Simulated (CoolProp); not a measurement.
Vapour-liquid equilibrium of cyclopentane (1) + octamethylcyclotetrasiloxane (D4) (2) at 363 K; x and y are mole fractions of (1).

Model: multi-fluid Helmholtz-energy mixture model, Gedanitz 2015 and Thol 2015; pair parameters Bell 2016, in CoolProp.

### Question
Give the bubble pressure and the first vapour's composition at x = 0.8, 0.875, 0.95. Is there an azeotrope?

### Answer
x = 0.8: 0.2464 MPa, y = 0.996; x = 0.875: 0.2768 MPa, y = 0.998; x = 0.95: 0.3067 MPa, y = 0.999. No azeotrope shows between x = 0.05 and 0.95.

Pair parameters are fitted to limited data, so mixtures are less certain than the pure fluids.
